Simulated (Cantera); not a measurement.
What does this Cantera script print?

```python
import numpy as np
import cantera as ct

gas_names = [...]  # 45 gases of nasa_gas.yaml made of Ba, F, H, N, O
cond_names = """
    Ba(cr) Ba(L) BaF2(a) BaF2(b,c) BaF2(L) BaO(s) BaO(L) BaO2H2(s) BaO2H2(L) H2O(s) H2O(L)
""".split()


# ... load() reads the species with a 1 bar reference pressure and builds the phases ...
atoms = {
    'BaF2': {'Ba': 1, 'F': 2},
    'H2O': {'H': 2, 'O': 1},
    'N2': {'N': 2},
}
top_T = {}  # K; cautious upper limits of use, not melting points


# ... equilibrate(T, P, feed) seeds the gas with the atoms and calls Mixture.equilibrate('TP', solver="vcs", rtol=1e-11, max_steps=5000) ...
results = []
feed = {'BaF2': 1, 'H2O': 8.6, 'N2': 43}  # mol
P = 10000  # Pa
for T in [1223, 1273, 1323, 1373, 1423, 1473, 1523, 1573, 1623, 1673, 1723, 1773]:
    mix = equilibrate(T, P, feed)
    results.append((T, P, feed, dict(zip(mix.species_names, mix.species_moles))))

top = {s: max(r[3][s] / sum(r[3][g] for g in gas_names) for r in results) for s in gas_names}
cols = sorted((s for s in top if top[s] > 0.0001), key=lambda s: -top[s])[:9]
seen = [c for c in cond_names if any(r[3].get(c, 0) > 1e-12 for r in results)]
print("log10 of partial pressures in bar; condensed amounts in mol")
print(f"{'T/K':>10s}" + "".join(f"{s[:9]:>10s}" for s in cols + seen))
for T, P, feed, n in results:
    ng = sum(n[g] for g in gas_names)
    print(f"{T:10.4g}" + "".join(f"{np.log10(max(n[s] / ng * P / 1e5, 1e-99)):10.3f}" for s in cols)
          + "".join(f"{n.get(c, 0):10.4g}" for c in seen))
```

Output:

```
log10 of partial pressures in bar; condensed amounts in mol
       T/K        N2       H2O      BaF2        HF    BaO2H2        H2        O2        OH        NO   BaF2(a) BaF2(b,c)   BaF2(L)    BaO(s)
      1223    -1.079    -1.778    -7.388    -5.093    -6.010    -6.186    -6.570    -7.253    -7.068    0.9979         0         0  0.001578
      1273    -1.079    -1.778    -6.763    -4.806    -5.743    -5.905    -6.294    -6.911    -6.777    0.9959         0         0  0.003102
      1323    -1.079    -1.779    -6.191    -4.542    -5.496    -5.646    -6.040    -6.595    -6.508    0.9923         0         0  0.005756
      1373    -1.079    -1.779    -5.665    -4.300    -5.269    -5.405    -5.805    -6.302    -6.258     0.986         0         0   0.01015
      1423    -1.079    -1.780    -5.182    -4.077    -5.058    -5.181    -5.586    -6.030    -6.027     0.975         0         0   0.01711
      1473    -1.080    -1.781    -4.734    -3.870    -4.863    -4.973    -5.382    -5.777    -5.811    0.9556         0         0   0.02774
      1523    -1.080    -1.783    -4.322    -3.679    -4.682    -4.778    -5.193    -5.541    -5.610         0    0.9213         0   0.04328
      1573    -1.080    -1.785    -3.940    -3.503    -4.513    -4.596    -5.016    -5.320    -5.422         0    0.8592         0   0.06545
      1623    -1.081    -1.789    -3.583    -3.338    -4.358    -4.426    -4.850    -5.114    -5.246         0    0.7454         0   0.09625
      1673    -1.083    -1.794    -3.264    -3.192    -4.213    -4.268    -4.695    -4.921    -5.081         0         0    0.5491    0.1353
      1723    -1.086    -1.801    -2.974    -3.060    -4.080    -4.120    -4.550    -4.741    -4.927         0         0    0.2144    0.1843
      1773    -1.088    -1.806    -2.851    -3.010    -3.954    -3.980    -4.412    -4.570    -4.781         0         0         0    0.1977
```

These are equilibrium values from Cantera (NASA tables, ideal gas, pure condensed phases), not measurements of a reactor. Mutual solubility and eutectic melting of coexisting phases are not modelled.
